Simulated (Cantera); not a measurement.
Standard-state values (1 bar) from the NASA 1993 polynomials, evaluated with Cantera. Values are per mole of reaction as written; species without (g) are pure solids or liquids, kept so even where they would boil at 1 bar.

Task: Between 1150 and 2750 K, where is each reaction favourable under standard conditions?
- VO2(g) + N(g) = V + NO2(g)

Result: 
- VO2(g) + N(g) = V + NO2(g): ΔG° is -34 kJ at 1150 K and 184 kJ at 2750 K; it changes sign between 1350 and 1550 K. ΔH° is -149 kJ and ΔS° -121 J/K at 2750 K.
